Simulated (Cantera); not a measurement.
Input: 1 mol SiH2Cl2, 0.01 mol CH4, 9.7 mol H2, held at 1.00 Torr.

Method: chemical equilibrium by Gibbs-energy minimisation in Cantera with the NASA 1993 tables (ideal gas, pure condensed phases). Candidate condensed phases: C, C6H6, C7H8, C8H18, Si, SiC; 109 gas species. The tables' values for SiCl are old estimates; treat these amounts as uncertain. Gases not in the tables: Si2H6 and higher silanes. Equilibrium is a limit: real reactors are often held back by kinetics, nucleation or transport. All values below are at 2173 K.

Base state: H2 0.691, HCl 0.113, H 0.110, Si 0.0581, Cl 0.0131, SiCl2 0.00998, SiCl 0.00397, SiH 0.000823 (mole fractions); condensed: gas only.

What changes in the equilibrium state with this change: CH4 from 0.01 to 0.063 mol?


```csv
species,before,after
H2,0.691,0.692
HCl,0.113,0.113
H,0.110,0.110
Si,0.0581,0.0537
Si2C,0.000669,0.00284
Cl,0.0131,0.0131
C2H2 (acetylene),9.18e-6,0.000227
SiC2,3.03e-5,0.000692
```
